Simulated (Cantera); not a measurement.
Standard-state values (1 bar) from the NASA 1993 polynomials, evaluated with Cantera. Values are per mole of reaction as written; species without (g) are pure solids or liquids, kept so even where they would boil at 1 bar.

4 N(g) + TaO2(g) → 2 N2O(g) + Ta

```csv
T (K),ΔH° (kJ),ΔS° (J/K),ΔG° (kJ),log10 K
300,(withheld),(withheld),(withheld),(withheld)
2398,-1521.6,-421.1,-511.8,11.15
2423,-1521.2,-420.9,-501.2,10.81
2448,(withheld),(withheld),(withheld),(withheld)
2473,(withheld),(withheld),(withheld),(withheld)
2498,-1519.9,-420.4,-469.7,9.82
2523,(withheld),(withheld),(withheld),(withheld)
2548,-1519.0,-420.1,-448.7,9.20
```

### Question
Some entries are withheld; supply them.

### Answer

- 300, ΔH° (kJ): -1526.7
- 300, ΔS° (J/K): -412.1
- 300, ΔG° (kJ): -1403.1
- 300, log10 K: 244.29
- 2448, ΔH° (kJ): -1520.8
- 2448, ΔS° (J/K): -420.8
- 2448, ΔG° (kJ): -490.7
- 2448, log10 K: 10.47
- 2473, ΔH° (kJ): -1520.3
- 2473, ΔS° (J/K): -420.6
- 2473, ΔG° (kJ): -480.2
- 2473, log10 K: 10.14
- 2523, ΔH° (kJ): -1519.5
- 2523, ΔS° (J/K): -420.2
- 2523, ΔG° (kJ): -459.2
- 2523, log10 K: 9.51
